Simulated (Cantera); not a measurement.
Mixture: C₃H₈ : O₂ : N₂ : H₂O = 1 : 3.85 : 14.5 : 5.2 (molar parts), at 1.48 atm, adiabatic and at constant volume. Ignition delay is the time to a rise of 400 K.

Detailed kinetics in Cantera: GRI-Mech 3.0 (53 species, 325 reactions). GRI-Mech 3.0 was tuned for natural gas; its chemistry of propane as a main component is partial and can be far from experiment.

Question: What does this change do: pressure from 1.48 atm to 6.91 atm?

Answer: 
| quantity | before | after |
|---|---|---|
| delay at 1025 K | 0.279 s | 64.5 ms |
| delay at 1075 K | 90.3 ms | 23.9 ms |
| delay at 1125 K | 29.9 ms | 9.06 ms |
| delay at 1175 K | 10.4 ms | 3.53 ms |
| delay at 1225 K | 3.86 ms | 1.43 ms |
| delay at 1275 K | 1.56 ms | 0.607 ms |
| delay at 1325 K | 0.689 ms | 0.274 ms |
| apparent activation energy between 1225 and 1325 K | 230 kJ/mol | 220 kJ/mol |

Question: What does this change do: constant pressure in place of constant volume?

Answer: 
| quantity | before | after |
|---|---|---|
| delay at 1025 K | 0.279 s | 0.286 s |
| delay at 1075 K | 90.3 ms | 93.7 ms |
| delay at 1125 K | 29.9 ms | 31.3 ms |
| delay at 1175 K | 10.4 ms | 11.0 ms |
| delay at 1225 K | 3.86 ms | 4.13 ms |
| delay at 1275 K | 1.56 ms | 1.68 ms |
| delay at 1325 K | 0.689 ms | 0.745 ms |
| apparent activation energy between 1225 and 1325 K | 230 kJ/mol | 230 kJ/mol |
